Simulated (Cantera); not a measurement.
A perfectly stirred reactor is fed with 14.5 % CH₄, 1.88 % H₂, 17.5 % O₂, 66.1 % N₂, equivalence ratio 1.7, at 8.00 bar; it is adiabatic with a 598 K inlet, and is followed from long to short residence time, starting on the burning branch (τ in s: 0.044, 0.015, 0.0054, 0.0019, 0.00066, 0.00023, 8.1e-05, 2.8e-05, 9.9e-06).

Computed with Cantera and GRI-Mech 3.0 (53 species, 325 reactions).

Predict: blow-out, bracketed by the residence times tried; x(CH₄) at τ = 44.0 ms; x(H₂) at τ = 44.0 ms; x(O₂) at τ = 44.0 ms; x(HO₂) at τ = 44.0 ms; x(OH) at τ = 44.0 ms; x(CH₄) at τ = 0.660 ms; x(H₂) at τ = 0.660 ms; x(O₂) at τ = 0.660 ms; x(HO₂) at τ = 0.660 ms; x(OH) at τ = 0.660 ms.


| Property | Result |
|---|---|
| blow-out, bracketed by the residence times tried | burning at 0.230 ms, out at 81.0 µs |
| x(CH₄) at τ = 44.0 ms | 0.00315 |
| x(H₂) at τ = 44.0 ms | 0.109 |
| x(O₂) at τ = 44.0 ms | 0.000133 |
| x(HO₂) at τ = 44.0 ms | 5.61e-8 |
| x(OH) at τ = 44.0 ms | 3.22e-5 |
| x(CH₄) at τ = 0.660 ms | 0.0134 |
| x(H₂) at τ = 0.660 ms | 0.0718 |
| x(O₂) at τ = 0.660 ms | 0.00546 |
| x(HO₂) at τ = 0.660 ms | 2.94e-6 |
| x(OH) at τ = 0.660 ms | 8.06e-5 |
